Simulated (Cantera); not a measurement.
An isothermal, constant-pressure homogeneous reactor starts with 36.0 % H₂, 20.0 % O₂, 44.0 % N₂, equivalence ratio 0.90, at 873 K and 13300 Pa.

Model: the H2/O2 subset of GRI-Mech 3.0, which has no nitrogen chemistry, integrated in Cantera. Radical loss at walls, strong at low pressure, is not modelled. Below about 950 K walls govern HO2 and H2O2 in real vessels. The temperature is held fixed by assumption; the heat of reaction is taken as removed at once.

Q: Predict: x(H₂) at 10.0 s; x(O₂) at 10.0 s; x(H₂O) at 10.0 s; x(HO₂) at 10.0 s; x(H₂O₂) at 10.0 s.

A: 
```json
{
  "x(H₂) at 10.0 s": "0.0223 (gas-phase equilibrium 8.93e-12)",
  "x(O₂) at 10.0 s": "0.0352 (gas-phase equilibrium 0.0244)",
  "x(H₂O) at 10.0 s": "0.412 (gas-phase equilibrium 0.439)",
  "x(HO₂) at 10.0 s": "1.22e-5 (gas-phase equilibrium 2.29e-11)",
  "x(H₂O₂) at 10.0 s": "7.53e-5 (gas-phase equilibrium 1.10e-11)"
}
```
